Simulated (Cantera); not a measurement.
Charge: 1 mol trisilylamine, 27 mol N2, 7.7 mol H2.

Cantera equilibrium calculation (NASA polynomials, part measured and part estimated; ideal gas, pure solids and liquids). Candidate condensed phases: Si, Si3N4; 18 gas species. The feed counts by its element totals alone. Rates play no part.

### Question
What condenses at these points (T in K, P in Pa): (1048, 11000); (1048, 3700); (1948, 3700); (1873, 5); (1798, 45); (1123, 11000)?

### Answer
| T (K) | P in Pa | condensed phases | Si condensed (%) |
|---|---|---|---|
| 1048 | 11000 | Si3N4 | 100.0 |
| 1048 | 3700 | Si3N4 | 100.0 |
| 1948 | 3700 | Si | 98.9 |
| 1873 | 5 | gas only | 0.0 |
| 1798 | 45 | Si | 90.2 |
| 1123 | 11000 | Si3N4 | 100.0 |
